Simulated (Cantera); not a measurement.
What does this Cantera script print?

```python
import numpy as np
import cantera as ct

gas_names = """
    CL CL2 Fe FeCL FeCL2 FeCL3 Fe2CL4 Fe2CL6 H HCL H2
""".split()
cond_names = """
    Fe(a) Fe(c) Fe(d) Fe(L) FeCL2(s) FeCL2(L) FeCL3(s) FeCL3(L)
""".split()


# ... load() reads the species with a 1 bar reference pressure and builds the phases ...
atoms = {
    'Fe': {'Fe': 1},
    'HCl': {'H': 1, 'CL': 1},
    'Cl2': {'CL': 2},
}
top_T = {}  # K; cautious upper limits of use, not melting points


# ... equilibrate(T, P, feed) seeds the gas with the atoms and calls Mixture.equilibrate('TP', solver="vcs", rtol=1e-11, max_steps=5000) ...
results = []
feed = {'Fe': 1, 'HCl': 0.016, 'Cl2': 0.018}  # mol
P = 13332.2  # Pa
for T in [950, 1000, 1050, 1100, 1150, 1200, 1250, 1300, 1350]:
    mix = equilibrate(T, P, feed)
    results.append((T, P, feed, dict(zip(mix.species_names, mix.species_moles))))
    x = sorted(zip(gas.X, gas.species_names), reverse=True)
    print(f"T = {T:g} K  P = {P:g} Pa  gas = {mix.phase_moles(0):.4g} mol")
    print("   x: " + "  ".join(f"{s} {v:.3e}" for v, s in x if v > 1e-06))
    print("   condensed (mol): " + ("  ".join(f"{mix.phase(i).name} {mix.phase_moles(i):.4g}"
          for i in range(1, mix.n_phases) if mix.phase_moles(i) > 1e-12) or "none"))
```

Output:

```
T = 950 K  P = 13332.2 Pa  gas = 0.01152 mol
   x: H2 4.645e-01  HCL 4.597e-01  FeCL2 6.155e-02  Fe2CL4 1.424e-02  FeCL3 2.565e-05
   condensed (mol): Fe(a) 0.9766  FeCL2(s) 0.02231
T = 1000 K  P = 13332.2 Pa  gas = 0.01434 mol
   x: HCL 5.109e-01  H2 3.025e-01  FeCL2 1.516e-01  Fe2CL4 3.489e-02  FeCL3 7.852e-05
   condensed (mol): Fe(a) 0.9777  FeCL2(L) 0.01916
T = 1050 K  P = 13332.2 Pa  gas = 0.02231 mol
   x: HCL 4.514e-01  FeCL2 3.386e-01  H2 1.328e-01  Fe2CL4 7.690e-02  FeCL3 2.134e-04
   condensed (mol): Fe(a) 0.979  FeCL2(L) 0.009968
T = 1100 K  P = 13332.2 Pa  gas = 0.03158 mol
   x: FeCL2 4.889e-01  HCL 3.623e-01  Fe2CL4 7.637e-02  H2 7.217e-02  FeCL3 3.089e-04
   condensed (mol): Fe(a) 0.9797
T = 1150 K  P = 13332.2 Pa  gas = 0.03249 mol
   x: FeCL2 5.335e-01  HCL 3.474e-01  H2 7.251e-02  Fe2CL4 4.630e-02  FeCL3 2.994e-04
   condensed (mol): Fe(a) 0.9796
T = 1200 K  P = 13332.2 Pa  gas = 0.03308 mol
   x: FeCL2 5.628e-01  HCL 3.345e-01  H2 7.461e-02  Fe2CL4 2.780e-02  FeCL3 2.802e-04
   condensed (mol): Fe(c) 0.9795
T = 1250 K  P = 13332.2 Pa  gas = 0.03343 mol
   x: FeCL2 5.819e-01  HCL 3.233e-01  H2 7.764e-02  Fe2CL4 1.687e-02  FeCL3 2.580e-04  CL 1.313e-06
   condensed (mol): Fe(c) 0.9794
T = 1300 K  P = 13332.2 Pa  gas = 0.03364 mol
   x: FeCL2 5.949e-01  HCL 3.132e-01  H2 8.116e-02  Fe2CL4 1.047e-02  FeCL3 2.362e-04  CL 2.810e-06
   condensed (mol): Fe(c) 0.9793
T = 1350 K  P = 13332.2 Pa  gas = 0.03377 mol
   x: FeCL2 6.042e-01  HCL 3.041e-01  H2 8.483e-02  Fe2CL4 6.671e-03  FeCL3 2.162e-04  CL 5.678e-06  H 1.901e-06
   condensed (mol): Fe(c) 0.9791
```

Cantera equilibrium calculation (NASA polynomials, part measured and part estimated; ideal gas, pure solids and liquids). Mutual solubility and eutectic melting of coexisting phases are not modelled.
